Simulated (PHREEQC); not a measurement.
Dissolve 4.2 mol/kgw KCl, 0.013 mol/kgw NaHCO3 and 2.1 mol/kgw NaCl at 73 °C. Closed to the air; pH follows from the charge balance.

All values are PHREEQC results (Pitzer model, pitzer.dat), not measurements.

Precipitation was switched off in this run.

Q: Estimate the pH, osmotic coefficient, activity of water.

A: pH 7.50; osmotic coefficient 1.097; activity of water 0.779.

Q: In which forms is C present?

A: HCO3- 96 %, CO2 2.0 %, CO3-2 2.0 % of the C.

In brines, pH and single-ion activities rest on the MacInnes convention. Constants without temperature data keep their 25 °C values here.
